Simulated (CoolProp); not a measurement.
Properties of nitrogen along the isotherm 142.8 K.

Computed with CoolProp (reference Helmholtz-energy equation of state, Span 2000).

```
p (MPa)          phase  density (kg/m³)  expansivity (1/kK)  viscosity (µPa s)  Prandtl number  fugacity coefficient
-------  -------------  ---------------  ------------------  -----------------  --------------  --------------------
0.107              gas            2.543               7.161               9.65           0.759                0.9928
0.244              gas            5.854               7.372               9.70           0.768                0.9837
0.556              gas            13.64               7.895               9.82           0.789                0.9630
1.27               gas            32.92               9.356               10.1           0.843                0.9163
2.88               gas            87.15               15.07               11.2            1.03                0.8142
6.56     supercritical            342.1               41.88               21.2            2.27                0.5983
14.9     supercritical            549.8               9.731               43.3            1.43                0.3996
34       supercritical            662.7               4.721               65.8            1.23                0.3648
```

Viscosity comes from a separate model (Lemmon 2004). Thermal conductivity comes from a separate model (Lemmon 2004).
